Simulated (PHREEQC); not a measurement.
Solution (20 °C): 0.0088 mol/kgw NaHSO4 and 0.00046 mol/kgw Na2B4O7. Closed to the air; pH follows from the charge balance.

Model: ion-association model, phreeqc.dat, run in PHREEQC.

| Property | Value |
|---|---|
| pH | 2.28 |
| ionic strength | 0.0221 mol/kgw |
| specific conductance | 2900 µS/cm |
| total alkalinity | -7.88 meq/kg |

```tsv
species	molality	activity	log γ
Na+	0.00954	0.00830	-0.061
SO4-2	0.00663	0.00379	-0.243
H+	0.00588	0.00522	-0.052
HSO4-	0.00199	0.00173	-0.062
H3BO3	0.00184	0.00185	0.002
NaSO4-	0.000175	0.000153	-0.059
```

This is a speciation only: nothing precipitates in the calculation.
